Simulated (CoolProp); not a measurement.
Values from CoolProp's reference Helmholtz-energy equation of state, Gedanitz 2015.

Problem. Give the vapour pressure (MPa), liquid density (kg/m³), liquid cp (kJ/(kg K)), vapour Z of saturated cyclopentane at 135.15, 147.85, 154.15 °C.

Solution. 
| T (°C) | p (MPa) | liquid density (kg/m³) | liquid cp (kJ/(kg K)) | vapour Z |
|---|---|---|---|---|
| 135.15 | 0.886 | 615 | 2.45 | 0.837 |
| 147.85 | 1.13 | 597 | 2.54 | 0.807 |
| 154.15 | 1.26 | 587 | 2.59 | 0.790 |
